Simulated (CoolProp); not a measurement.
Vapour-liquid equilibrium of n-butane (1) + trans-2-butene (2) at 1.27 bar; x and y are mole fractions of (1).

Model: multi-fluid Helmholtz-energy mixture model, Bücker 2006 and Lemmon 2005; pair parameters Bell 2016, in CoolProp.

```csv
x,bubble temperature (K),y at the bubble point,dew temperature at overall composition x (K),liquid density (mol/L)
0.05,279.9,0.056,279.9,[?]
0.15,279.6,0.163,279.6,10.91
0.25,279.3,0.265,279.4,10.83
0.35,279.1,[?],279.2,[?]
0.45,279.0,0.461,279.0,[?]
0.55,278.9,0.558,278.9,10.58
0.65,278.8,0.655,278.8,10.50
0.75,278.8,0.752,278.8,10.42
0.85,278.7,0.850,278.7,10.35
0.95,278.7,0.950,278.7,10.27
```

Q: Fill in the missing entries.

A: 
- 0.05, liquid density (mol/L): 11.00
- 0.35, y at the bubble point: 0.364
- 0.35, liquid density (mol/L): 10.75
- 0.45, liquid density (mol/L): 10.66

y crosses x between x = 0.85 and 0.95: the model has an azeotrope there.

Pair parameters are fitted to limited data, so mixtures are less certain than the pure fluids.
